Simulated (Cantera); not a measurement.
Input: 1 mol (CH₃)₂SiCl₂, a varied amount of H₂, equilibrated at 2223 K and 2.63 Torr.

Cantera equilibrium calculation (NASA polynomials, part measured and part estimated; ideal gas, pure solids and liquids). Candidate condensed phases: C, C₆H₆, C₇H₈, C₈H₁₈, Si, SiC; 109 gas species. The feed counts by its element totals alone. Gases not in the tables: Si₂H₆ and higher silanes. The numbers say what is thermodynamically allowed, not how fast it happens.

Question: What share of the Si ends up in condensed phases as a function of n(H₂) (mol), at 8.1, 11, 15, 21, 28, 38, 52, 71, 97, 130?

Answer: 
```csv
n(H₂) (mol),Si condensed (%),as
8.1,66.7,SiC(s)
11,62.1,SiC(s)
15,55.0,SiC(s)
21,43.7,SiC(s)
28,30.1,SiC(s)
38,10.2,SiC(s)
52,0.0,-
71,0.0,-
97,0.0,-
130,0.0,-
```
